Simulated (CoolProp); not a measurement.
The numbers come from the reference Helmholtz-energy equation of state, Thol 2017 in CoolProp.

Problem. Give the vapour pressure (MPa), liquid density (kg/m³), vapour density (kg/m³), enthalpy of vaporisation (kJ/kg) of saturated decamethyltetrasiloxane (MD2M) at 343.2, 409.7, 431.9 K.

Solution. 
```json
[
 {"T (K)": "343.2", "p (MPa)": "0.00105", "liquid density (kg/m³)": "804", "vapour density (kg/m³)": "0.114", "enthalpy of vaporisation (kJ/kg)": "173"},
 {"T (K)": "409.7", "p (MPa)": "0.0191", "liquid density (kg/m³)": "735", "vapour density (kg/m³)": "1.78", "enthalpy of vaporisation (kJ/kg)": "151"},
 {"T (K)": "431.9", "p (MPa)": "0.0388", "liquid density (kg/m³)": "710", "vapour density (kg/m³)": "3.48", "enthalpy of vaporisation (kJ/kg)": "143"}
]
```
